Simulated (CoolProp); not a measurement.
Tetrahydrofuran along the isotherm 86.25 °C: Z from the reference equation and from simpler models built on Tc = 267.0 °C, pc = 5.304 MPa, ω = 0.234; each cubic takes its own stable root.

Values from CoolProp's reference Helmholtz-energy equation of state, Fiedler 2023.

```json
[
 {"p (MPa)": "0.0839", "phase": "gas", "reference": "0.9806"},
 {"p (MPa)": "0.127", "phase": "gas", "reference": "0.9703"},
 {"p (MPa)": "0.288", "phase": "liquid", "reference": "0.008560"},
 {"p (MPa)": "0.434", "phase": "liquid", "reference": "0.01290"},
 {"p (MPa)": "0.655", "phase": "liquid", "reference": "0.01946"},
 {"p (MPa)": "0.989", "phase": "liquid", "reference": "0.02936"},
 {"p (MPa)": "1.49", "phase": "liquid", "reference": "0.04419"},
 {"p (MPa)": "2.25", "phase": "liquid", "reference": "0.06665"},
 {"p (MPa)": "3.39", "phase": "liquid", "reference": "0.1002"},
 {"p (MPa)": "5.12", "phase": "liquid", "reference": "0.1510"},
 {"p (MPa)": "7.72", "phase": "liquid", "reference": "0.2267"},
 {"p (MPa)": "11.7", "phase": "liquid", "reference": "0.3415"},
 {"p (MPa)": "17.6", "phase": "liquid", "reference": "0.5096"},
 {"p (MPa)": "26.5", "phase": "liquid", "reference": "0.7587"}
]
```

**Question.** How far does each simpler model (Soave-Redlich-Kwong, Peng-Robinson) lie from the reference over these 14 states: mean and median of the absolute difference, and the worst?

**Answer.** 
- Soave-Redlich-Kwong: mean 6.1 %, median 7.3 %, worst +7.6 % at 86.25 °C and 0.288 MPa
- Peng-Robinson: mean 4.4 %, median 4.9 %, worst -5.6 % at 86.25 °C and 26.5 MPa
